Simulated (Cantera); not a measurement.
Charge: 1 mol Cu, 1.3 mol NH3, 11 mol N2, equilibrated at 10.0 mbar.

These are equilibrium values from Cantera (NASA tables, ideal gas, pure condensed phases), not measurements of a reactor. Candidate condensed phases: Cu; 11 gas species. The numbers say what is thermodynamically allowed, not how fast it happens. All values below are at 1548 K.

Base state: N2 0.855, H2 0.143, Cu 0.00180, H 0.000116 (mole fractions); condensed: Cu(l).

What changes in the equilibrium state with this change: Cu replaced by Ni?


```tsv
species	before	after
N2	0.855	0.857
H2	0.143	0.143
H	0.000116	0.000117
Cu	0.00180	0
Ni	0	1.46e-5
Cu(l), mol	0.975	0
Ni(s), mol	0	1.000
```
Further candidate phases: Ni.
